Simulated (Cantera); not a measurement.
Standard-state values (1 bar) from the NASA 1993 polynomials, evaluated with Cantera. Values are per mole of reaction as written; species without (g) are pure solids or liquids, kept so even where they would boil at 1 bar.

### Question
Between 373 and 523 K, where is each reaction favourable under standard conditions?
- 4 HCl(g) + Ti → TiCl₄ + 2 H₂(g)
- H₂(g) + 2 TiCl₄ → 2 HCl(g) + 2 TiCl₃
- Ti + 3 TiCl₄(g) → 4 TiCl₃

### Answer
- 4 HCl(g) + Ti → TiCl₄ + 2 H₂(g): ΔG° is -337 kJ at 373 K and -301 kJ at 523 K; it stays negative (K > 1). ΔH° is -421 kJ and ΔS° -230 J/K at 523 K.
- H₂(g) + 2 TiCl₄ → 2 HCl(g) + 2 TiCl₃: ΔG° is -26 kJ at 373 K and -25 kJ at 523 K; it stays negative (K > 1). ΔH° is -34 kJ and ΔS° -19 J/K at 523 K.
- Ti + 3 TiCl₄(g) → 4 TiCl₃: ΔG° is -398 kJ at 373 K and -322 kJ at 523 K; it stays negative (K > 1). ΔH° is -582 kJ and ΔS° -497 J/K at 523 K.
